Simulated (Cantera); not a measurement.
Charge: 1 mol Ti(OiPr)₄, 40 mol H₂, equilibrated at 1098.15 K and 290 Pa.

These are equilibrium values from Cantera (NASA tables, ideal gas, pure condensed phases), not measurements of a reactor. Candidate condensed phases: C, C₆H₆, C₇H₈, C₈H₁₈, H₂O, Ti, TiC, TiO, TiO₂, Ti₂O₃, Ti₃O₅, Ti₄O₇; 113 gas species. The feed counts by its element totals alone. Mutual solubility and eutectic melting of coexisting phases are not modelled. TiC: taken at fixed stoichiometry. The numbers say what is thermodynamically allowed, not how fast it happens.

Question: What is the equilibrium state?

Answer: 
```json
{
 "x(H₂)": "0.957",
 "x(CO)": "0.0430",
 "x(CH₄)": "9.69e-5",
 "x(H₂O)": "1.09e-5",
 "n(C(graphite))": "9.51 mol",
 "n(TiC(s))": "0.0565 mol",
 "n(Ti₃O₅(s))": "0.314 mol",
 "gas_amount": "56.42 mol",
 "log10 activity of Ti₂O₃(s) (absent)": "0.00",
 "log10 activity of Ti₄O₇(s) (absent)": "-0.18",
 "log10 activity of Ti(α) (absent)": "-8.17"
}
```
